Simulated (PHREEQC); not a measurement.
1 kg of water holding 140 mmol/kgw KCl, 4.1 mmol/kgw CaCl2 and 7.5 mmol/kgw NaCl is evaporated at 50 °C; the solids stay in contact with the brine. The system is closed to CO2. Only these solids could form: Halite, Portlandite, Sylvite.

The series has 28 steps of water left (kg), from 1 to 0.005012.

Computed with PHREEQC (Pitzer model, pitzer.dat).

Problem. Which solids form, in which order, and at which step of the series does each first stand?

Solution. Sylvite from water left = 0.02407 kg.

Complexes and solids missing from the database can't appear. Away from 25 °C the constants follow the database's enthalpies or fits; those with neither stay at their 25 °C values.
